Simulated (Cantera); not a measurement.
Pyrogenic steam for wet oxidation

A perfectly stirred reactor is fed with H₂ : O₂ : N₂ = 0.92 : 1 : 0.77 (molar parts), at 0.533 atm; it is held at 1325 K, and followed from long to short residence time.

Cantera simulation using the H2/O2 subset of GRI-Mech 3.0, which has no nitrogen chemistry; the numbers are that mechanism's predictions, not measurements. The temperature is held fixed by assumption; the heat of reaction is taken as removed at once.

| τ (s) | x H₂ | x O₂ | x H₂O | x H₂O₂ | x H | x OH | x O |
|---|---|---|---|---|---|---|---|
| 4.4 | 3.98e-5 | 0.242 | 0.412 | 2.30e-7 | 3.49e-7 | 0.000209 | 7.52e-6 |
| 1.9 | 6.98e-5 | 0.242 | 0.412 | 3.54e-7 | 8.09e-7 | 0.000275 | 1.34e-5 |
| 0.83 | 0.000122 | 0.242 | 0.412 | 5.32e-7 | 1.86e-6 | 0.000361 | 2.37e-5 |
| 0.36 | 0.000212 | 0.242 | 0.412 | 7.90e-7 | 4.31e-6 | 0.000475 | 4.24e-5 |
| 0.16 | 0.000365 | 0.242 | 0.412 | 1.14e-6 | 9.75e-6 | 0.000619 | 7.48e-5 |
| 0.069 | 0.000637 | 0.242 | 0.411 | 1.65e-6 | 2.28e-5 | 0.000816 | 0.000135 |
| 0.030 | 0.00110 | 0.242 | 0.410 | 2.34e-6 | 5.25e-5 | 0.00108 | 0.000243 |
| 0.013 | 0.00189 | 0.242 | 0.409 | 3.28e-6 | 0.000122 | 0.00143 | 0.000435 |
| 0.0058 | 0.00314 | 0.242 | 0.407 | 4.45e-6 | 0.000272 | 0.00190 | 0.000759 |
x: mole fraction; the columns are a selection and need not sum to one.
